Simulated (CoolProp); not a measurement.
2000 sccm (0 °C, 1 atm) of nitrogen bubbles through liquid the fluoroketone C6F12O (FK-5-1-12) at 286.6 K and leaves saturated at a total pressure of 0.107 MPa (ideal gas phase). Each further row changes one setting.

Model: reference Helmholtz-energy equation of state, McLinden 2015, in CoolProp.

| case | vapour pressure (kPa) | mole fraction of vapour | delivery (mg/min) | delivery (sccm) | change of delivery for a bath 1 K warmer (%) |
|---|---|---|---|---|---|
| as stated | 24.2 | 0.226 | 8260 | ___ | 6.2 |
| bath temperature 291.6 K | 30.4 | ___ | ___ | ___ | ___ |
| total pressure 0.214 MPa | 24.2 | 0.113 | 3600 | 255 | 5.4 |

### Question
Fill in the missing entries.

### Answer

- as stated, delivery (sccm): 586
- bath temperature 291.6 K, mole fraction of vapour: 0.284
- bath temperature 291.6 K, delivery (mg/min): 11200
- bath temperature 291.6 K, delivery (sccm): 795
- bath temperature 291.6 K, change of delivery for a bath 1 K warmer (%): 6.5
